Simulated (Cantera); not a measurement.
A freely propagating, adiabatic, planar premixed flame of H2 : O2 : N2 = 1 : 0.357 : 1.34 (molar parts), unburnt at 450 K and 825 Torr; mixture-averaged transport, grid criteria slope 0.08 and curve 0.16, no radiation.

Model: the H2/O2 subset of GRI-Mech 3.0, which has no nitrogen chemistry, integrated in Cantera. Burning velocities carry a grid error of a few per cent, more on coarse grids.

**Question.** Predict: laminar burning velocity; thermal thickness; peak x(H); peak x(HO2); peak x(O).

**Answer.** laminar burning velocity: 557 cm/s
thermal thickness: 0.356 mm
peak x(H): 0.0767
peak x(HO2): 0.000434
peak x(O): 0.00727
